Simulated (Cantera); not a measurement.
A counterflow diffusion flame at 0.380 bar, nozzles 20 mm apart: fuel side CH₄ : CO = 1 : 1.1 (molar parts) at 400 K, oxidiser side O₂ : N₂ = 0.26 : 0.74 (molar parts) at 600 K, fuel mass flux 1 times the oxidiser's; mixture-averaged transport, no radiation.

Model: GRI-Mech 3.0 (53 species, 325 reactions), integrated in Cantera. GRI-Mech 3.0 has no aromatics or soot, which form on the fuel side of real flames. The maximum strain rate includes the flame's own expansion and is several times the mean.

x: mole fraction; the columns are a selection and need not sum to one.

| oxidiser flux (kg/m²/s) | max strain (1/s) | mean strain (1/s) | T max (K) | peak x OH | peak x H | peak x NO | peak x CO | peak x C₂H₂ |
|---|---|---|---|---|---|---|---|---|
| 0.095 | 201 | 40.1 | 2193 | 0.0132 | 0.00969 | 0.000332 | 0.524 | 0.0135 |
| 0.16 | 316 | 67.5 | 2167 | 0.0127 | 0.0103 | 0.000282 | 0.524 | 0.0131 |
| 0.27 | 504 | 114 | 2140 | 0.0122 | 0.0108 | 0.000230 | 0.524 | 0.0124 |
| 0.45 | ? | 190 | 2114 | 0.0116 | 0.0112 | ? | 0.524 | 0.0116 |
| 0.75 | 1280 | 317 | 2077 | 0.0107 | 0.0113 | 0.000126 | 0.524 | 0.00998 |
| 1.3 | 2110 | 549 | 2022 | 0.00937 | 0.0106 | 6.90e-5 | 0.524 | 0.00739 |
| 2.1 | ? | 886 | 1921 | ? | ? | ? | 0.524 | ? |

Question: Complete the blanks.

Answer: 
- 0.45, max strain (1/s): 800
- 0.45, peak x NO: 0.000180
- 2.1, max strain (1/s): 3260
- 2.1, peak x OH: 0.00696
- 2.1, peak x H: 0.00808
- 2.1, peak x NO: 2.23e-5
- 2.1, peak x C₂H₂: 0.00368
